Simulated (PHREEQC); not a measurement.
Dissolve 0.02 mol/kgw H3BO3, 0.013 mol/kgw K2HPO4 and 0.0076 mol/kgw KCl at 25 °C. Closed to the air; pH follows from the charge balance.

The numbers come from PHREEQC with the ion-association model, phreeqc.dat.

This is a speciation only: nothing precipitates in the calculation.

Q: Order these P species by the share of P that they hold, largest first: KHPO4-, HPO4-2, H2PO4-.

A: HPO4-2 (88 %), H2PO4- (9.1 %), KHPO4- (2.7 %)

The pH is 7.95 and the ionic strength 0.0447 mol/kgw.
